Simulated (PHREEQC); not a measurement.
Make-up at 25 °C: 0.0021 mol H2SO4 per kg of water. Closed to the air; pH follows from the charge balance.

Computed with PHREEQC (ion-association model, phreeqc.dat).

Each row changes one thing in this solution. This is a speciation only: nothing precipitates in the calculation.

```
case                                    pH  ionic strength (mol/kgw)  SO4-2 (mol/kgw)  HSO4- (mol/kgw)
------------------------------------  ----  ------------------------  ---------------  ---------------
as made                               2.46                   0.00541          0.00165         0.000447
H2SO4 from 0.0021 to 0.00231 mol/kgw  2.42                   0.00589          0.00179         0.000521
H2SO4 from 0.0021 to 0.0105 mol/kgw   1.85                       ___          0.00549          0.00501
H2SO4 from 0.0021 to 0.00021 mol/kgw  3.40                       ___         0.000203          7.28e-6
H2SO4 from 0.0021 to 0.00189 mol/kgw  2.50                   0.00492          0.00151         0.000376
H2SO4 from 0.0021 to 0.00042 mol/kgw  3.11                   0.00121         0.000393          2.67e-5
H2SO4 from 0.0021 to 0.00315 mol/kgw  2.30                   0.00774          0.00230         0.000855
```

Problem. Complete the blanks.

Solution. 
- H2SO4 from 0.0021 to 0.0105 mol/kgw, ionic strength (mol/kgw): 0.0215
- H2SO4 from 0.0021 to 0.00021 mol/kgw, ionic strength (mol/kgw): 0.000615
